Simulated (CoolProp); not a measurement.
Properties of octamethylcyclotetrasiloxane (D4) along the isobar 1390 kPa (Tc = 586.5 K, pc = 1347 kPa, ω = 0.598).

The numbers come from the reference Helmholtz-energy equation of state, Thol 2015 in CoolProp.

| T (K) | phase | Z | cv (kJ/(kg K)) | Joule-Thomson coefficient (K/MPa) | expansivity (1/kK) |
|---|---|---|---|---|---|
| 359.5 | liquid | 0.1563 | 1.501 | -0.3338 | 1.320 |
| 383 | liquid | 0.1514 | 1.556 | -0.2967 | 1.396 |
| 406.6 | liquid | 0.1476 | 1.612 | -0.2522 | 1.492 |
| 430.1 | liquid | 0.1447 | 1.668 | -0.1975 | 1.614 |
| 453.6 | liquid | 0.1428 | 1.724 | -0.1269 | 1.776 |
| 477.1 | liquid | 0.1419 | 1.779 | -0.03007 | 2.001 |
| 500.7 | liquid | 0.1422 | 1.834 | 0.1148 | 2.336 |
| 524.2 | liquid | 0.1444 | 1.886 | 0.3569 | 2.888 |
| 547.7 | liquid | 0.1496 | 1.938 | 0.8530 | 3.993 |
| 571.2 | liquid | 0.1626 | 1.993 | 2.491 | 7.633 |
| 594.8 | supercritical | 0.4647 | 2.043 | 29.38 | 28.98 |
| 618.3 | supercritical | 0.6247 | 2.056 | 14.32 | 8.534 |
